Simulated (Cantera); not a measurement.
An isothermal, constant-pressure homogeneous reactor starts with 3.75 % H2, 96.2 % O2, equivalence ratio 0.019, at 1225 K and 20.0 Torr.

Model: the H2/O2 subset of GRI-Mech 3.0, which has no nitrogen chemistry, integrated in Cantera. Radical loss at walls, strong at low pressure, is not modelled. The temperature is held fixed by assumption; the heat of reaction is taken as removed at once.

x: mole fraction; the columns are a selection and need not sum to one.

```tsv
t (s)	x H2	x O2	x H2O	x O	x H2O2
4.00e-5	0.0375	0.962	8.23e-10	2.60e-9	<1e-12
0.000104	0.0375	0.962	9.93e-9	1.40e-8	4.29e-12
0.000271	0.0375	0.962	1.87e-7	1.57e-7	2.90e-11
0.000704	0.0375	0.962	4.17e-5	3.06e-5	3.11e-10
0.00183	0.00141	0.934	0.0315	0.0238	2.21e-7
0.00477	(withheld)	0.938	0.0343	(withheld)	1.26e-7
0.0124	0.000272	0.947	0.0358	0.0133	1.24e-7
0.0323	(withheld)	0.956	0.0372	(withheld)	(withheld)
0.0839	2.63e-5	0.960	0.0378	0.00126	7.03e-8
0.218	5.00e-6	0.961	0.0381	0.000240	3.35e-8
0.568	9.72e-7	0.962	0.0382	4.72e-5	1.28e-8
1.48	2.21e-7	0.962	0.0382	1.08e-5	4.44e-9
3.84	5.94e-8	0.962	0.0382	2.94e-6	1.53e-9
10.0	1.87e-8	0.962	0.0382	9.32e-7	5.61e-10
```

Q: Complete the blanks.

A: 
- 0.00477, x H2: 0.000428
- 0.00477, x O: 0.0215
- 0.0323, x H2: 0.000108
- 0.0323, x O: 0.00520
- 0.0323, x H2O2: 1.07e-7
